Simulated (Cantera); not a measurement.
A closed system holds: 1 mol HCl, 3.7 mol H₂O, held at 53.0 Pa.

Equilibrium computed with Cantera from the NASA thermochemical tables; the gas is ideal and each condensed phase is pure. Candidate condensed phases: H₂O; 14 gas species. Rates play no part.

x: gas mole fraction; nothing condenses.

```tsv
T (K)	x H	x O	x H₂O	x H₂	x Cl	x OH	x HCl	x O₂
2400	0.266	0.0902	0.227	0.148	0.0769	0.0750	0.0600	0.0573
2500	0.387	0.142	0.110	0.125	0.0786	0.0701	0.0361	0.0511
2600	0.492	0.194	0.0405	0.0869	0.0779	0.0530	0.0196	0.0367
2700	0.561	?	?	?	0.0770	?	?	?
2800	0.599	0.256	0.00326	0.0284	0.0765	0.0193	0.00526	0.0118
2900	0.619	0.269	0.000872	0.0154	0.0764	0.0108	0.00277	0.00608
3000	0.629	0.275	0.000242	0.00841	0.0763	0.00601	0.00150	0.00314
3100	0.634	0.279	7.11e-5	0.00472	0.0763	0.00342	0.000839	0.00165
3200	0.637	0.280	2.23e-5	0.00273	0.0763	0.00200	0.000485	0.000897
3300	0.639	0.281	?	?	0.0763	?	?	?
3400	0.640	0.282	2.65e-6	0.000992	0.0763	0.000743	0.000178	0.000291
3500	0.640	0.282	9.95e-7	0.000623	0.0763	0.000471	0.000112	0.000173
```

Question: What belongs in the gaps?

Answer: 
- 2700, x O: 0.233
- 2700, x H₂O: 0.0121
- 2700, x H₂: 0.0516
- 2700, x OH: 0.0336
- 2700, x HCl: 0.0102
- 2700, x O₂: 0.0220
- 3300, x H₂O: 7.45e-6
- 3300, x H₂: 0.00162
- 3300, x OH: 0.00120
- 3300, x HCl: 0.000289
- 3300, x O₂: 0.000503
